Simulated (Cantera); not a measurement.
Stirred combustor or abatement burner

A perfectly stirred reactor is fed with 13.4 % CH₄, 1.47 % CO, 16.1 % O₂, 60.5 % N₂, 8.58 % H₂O, at 0.987 atm; it is adiabatic with a 623 K inlet, and is followed from long to short residence time, starting on the burning branch (τ in s: 0.11, 0.04, 0.015, 0.0055, 0.002, 0.00076, 0.00028, 0.0001, 3.8e-05).

Model: GRI-Mech 3.0 (53 species, 325 reactions), integrated in Cantera.

```csv
τ (s),T (K),x CH₄,x CO,x O₂,x N₂O,x NO,x CH₂CO,x OH
0.11,1905,0.00300,0.0870,0.000290,2.17e-9,1.94e-5,7.65e-6,6.48e-5
0.040,1908,0.00419,0.0836,0.000662,2.32e-9,1.59e-5,1.77e-5,8.34e-5
0.015,1906,0.00539,0.0807,0.00142,2.64e-9,1.27e-5,3.57e-5,0.000110
0.0055,1892,0.00682,0.0790,0.00309,3.22e-9,9.19e-6,6.76e-5,0.000144
0.0020,1854,0.00935,0.0788,0.00728,4.72e-9,4.79e-6,0.000131,0.000172
0.00076,623,0.134,0.0147,0.161,<1e-12,<1e-12,<1e-12,<1e-12
0.00028,623,0.134,0.0147,0.161,<1e-12,<1e-12,<1e-12,<1e-12
0.00010,623,0.134,0.0147,0.161,<1e-12,<1e-12,<1e-12,<1e-12
3.8e-5,623,0.134,0.0147,0.161,<1e-12,<1e-12,<1e-12,<1e-12
```
x: mole fraction; the columns are a selection and need not sum to one.
